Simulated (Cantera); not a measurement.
## Ignition delay

Mixture: 11.4 % CH₄, 17.5 % O₂, 68.3 % N₂, 2.73 % H₂O, equivalence ratio 1.3, at 3.26 atm, adiabatic and at constant volume. Ignition delay is the time to a rise of 400 K.

Model: GRI-Mech 3.0 (53 species, 325 reactions), integrated in Cantera.

| T0 (K) | delay (ms) |
|---|---|
| 1300 | 5.07 |
| 1375 | 2.10 |
| 1450 | 0.916 |
| 1525 | 0.419 |
| 1600 | 0.203 |
| 1675 | 0.104 |
| 1750 | 0.0572 |
| 1825 | 0.0335 |

```json
{
  "apparent activation energy between 1675 and 1825 K": "190 kJ/mol"
}
```
